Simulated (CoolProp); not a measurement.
Values from CoolProp's reference Helmholtz-energy equation of state, Thol 2016.

**Question.** For R1234ze(E), give the phase and the speed of sound (m/s), Joule-Thomson coefficient (K/MPa), Prandtl number at 420 K and 27.9 kPa; 420 K and 1290 kPa.

**Answer.** 
- 420 K and 27.9 kPa: gas; speed of sound 181, Joule-Thomson coefficient 7.21, Prandtl number 0.767
- 420 K and 1290 kPa: gas; speed of sound 167, Joule-Thomson coefficient 7.82, Prandtl number 0.797

Viscosity comes from a separate model (Bell 2016), an estimate that may be off by 10 % or more. Thermal conductivity comes from a separate model (Perkins 2011).
